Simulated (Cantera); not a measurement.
Silicon carbide growth: CH3SiH3 + C3H8 + H2

A closed system holds: 1 mol CH3SiH3, a varied amount of C3H8, 7.6 mol H2, equilibrated at 1000 K and 13300 Pa.

Method: chemical equilibrium by Gibbs-energy minimisation in Cantera with the NASA 1993 tables (ideal gas, pure condensed phases). Candidate condensed phases: C, C6H6, C7H8, C8H18, Si, SiC; 87 gas species. The feed counts by its element totals alone. Kinetics and transport are ignored.

From 0.011 mol C3H8 to 0.041 mol C3H8 the condensed part is SiC(s). From 0.064 mol C3H8 to 0.58 mol C3H8 the condensed part is C(graphite) + SiC(s).

| n(C3H8) (mol) | log p H2 | log p CH4 | log p C2H4 | log p C2H6 | log p H | log p CH3 | n SiC(s) | n C(graphite) |
|---|---|---|---|---|---|---|---|---|
| 0.011 | -0.88 | -3.38 | -9.20 | -9.64 | -9.08 | -10.35 | 1.00 | 0 |
| 0.017 | -0.88 | -3.19 | -8.82 | -9.26 | -9.08 | -10.16 | 1.00 | 0 |
| 0.027 | -0.88 | -2.99 | -8.42 | -8.86 | -9.08 | -9.96 | 1.00 | 0 |
| 0.041 | -0.88 | -2.81 | -8.05 | -8.50 | -9.08 | -9.78 | 1.00 | 0 |
| 0.064 | -0.88 | -2.78 | -7.99 | -8.44 | -9.08 | -9.75 | 1.00 | 0.0589 |
| 0.099 | -0.88 | -2.78 | -7.99 | -8.44 | -9.08 | -9.75 | 1.00 | 0.162 |
| 0.15 | -0.88 | -2.78 | -7.99 | -8.44 | -9.08 | -9.75 | 1.00 | 0.313 |
| 0.24 | -0.88 | -2.78 | -7.99 | -8.44 | -9.08 | -9.75 | 1.00 | 0.578 |
| 0.37 | -0.88 | -2.78 | -7.99 | -8.44 | -9.08 | -9.75 | 1.00 | 0.962 |
| 0.58 | -0.88 | -2.78 | -7.99 | -8.44 | -9.08 | -9.75 | 1.00 | 1.58 |
log p: log10 of the partial pressure in bar; n: condensed amount in mol.
